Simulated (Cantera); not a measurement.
A closed system holds: 1 mol CH3SiCl3, 2.1 mol HCl, 8.1 mol H2, equilibrated at 7600 Pa.

Method: chemical equilibrium by Gibbs-energy minimisation in Cantera with the NASA 1993 tables (ideal gas, pure condensed phases). Candidate condensed phases: C, C6H6, C7H8, C8H18, Si, SiC; 109 gas species. The feed counts by its element totals alone. Kinetics and transport are ignored.

Over these rows the condensed part is C(graphite) + SiC(s). Partial pressures as log10 of bar:

| T (K) | 1000/T (1/K) | log p SiHCl3 | log p H2 | log p HCl |
|---|---|---|---|---|
| 1398 | 0.7153 | -4.35 | -1.32 | -1.57 |
| 1498 | 0.6676 | -4.66 | -1.32 | -1.56 |
| 1598 | 0.6258 | -4.96 | -1.32 | -1.56 |
| 1698 | 0.5889 | -5.24 | -1.32 | -1.56 |
| 1798 | 0.5562 | -5.50 | -1.32 | -1.57 |
| 1898 | 0.5269 | ? | -1.32 | -1.58 |

Task: Fit log p(SiHCl3) = a + b·(1000/T) to the five rows, give the apparent enthalpy, and predict the row at 1898 K.

Result: Means: 1000/T = 0.6308, log p = -4.942. Sxy = 0.114605, Sxx = 0.0158403, so b = 7.24 and a = -4.942 − (7.24)×0.6308 = -9.51.
Apparent enthalpy: −19.145 × (7.24) = -139 kJ/mol. With the condensed phases at unit activity, SiC(s) + 3 HCl(g) = SiHCl3(g) + C(graphite) + H2(g) links this pressure to the main gases: over the six rows their terms move log p by -0.03 in all, so the slope is close to that reaction's ΔH°. The five rows lie within 0.02 of the line.
Prediction at 1898 K: -9.51 + (7.24)×0.5269 = -5.70. The computed value is -5.74, 0.04 from the line.
